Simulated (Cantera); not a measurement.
Input: 1 mol SiCl4, 1.3 mol Cl2, 0.35 mol H2, held at 1123.15 K and 750 Torr.

Method: chemical equilibrium by Gibbs-energy minimisation in Cantera with the NASA 1993 tables (ideal gas, pure condensed phases). Equilibrium is a limit: real reactors are often held back by kinetics, nucleation or transport.

```json
[
 {"species": "SiCl4", "before": "0.377", "after": "0.377"},
 {"species": "Cl2", "before": "0.358", "after": "0.357"},
 {"species": "HCl", "before": "0.264", "after": "0.264"},
 {"species": "Cl", "before": "0.00120", "after": "0.00161"}
]
```
Gas species are given as mole fractions.

Problem. Which change was made?
A. temperature from 1123.15 K to 723.15 K
B. pressure from 750 Torr to 5550 Torr
C. temperature from 1123.15 K to 1148.15 K
D. temperature from 1123.15 K to 975 K

Solution. C, temperature from 1123.15 K to 1148.15 K
